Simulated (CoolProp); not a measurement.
Vapour-liquid equilibrium of benzene (1) + toluene (2) at 497.2 K; x and y are mole fractions of (1).

Computed with CoolProp (multi-fluid Helmholtz-energy mixture model, Thol 2012 and Lemmon 2006; pair parameters Bell 2016).

Question: Give the bubble pressure and the first vapour's composition at x = 0.05, 0.15, 0.65. Is there an azeotrope?

Answer: x = 0.05: 11.68 bar, y = 0.076; x = 0.15: 12.55 bar, y = 0.215; x = 0.65: 17.20 bar, y = 0.740. No azeotrope shows between x = 0.05 and 0.95.

Pair parameters are fitted to limited data, so mixtures are less certain than the pure fluids.
